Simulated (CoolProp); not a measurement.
The numbers come from the reference Helmholtz-energy equation of state, Gao 2020 in CoolProp.

Question: For ammonia, give the phase and the cp (kJ/(kg K)), Prandtl number at 275.6 K and 89.8 kPa; 275.6 K and 145 kPa; 275.6 K and 6740 kPa.

Answer: 
- 275.6 K and 89.8 kPa: gas; cp 2.16, Prandtl number 0.869
- 275.6 K and 145 kPa: gas; cp 2.23, Prandtl number 0.893
- 275.6 K and 6740 kPa: liquid; cp 4.58, Prandtl number 1.40

Viscosity comes from a separate model (Fenghour 1995). Thermal conductivity comes from a separate model (Tufeu 1984).
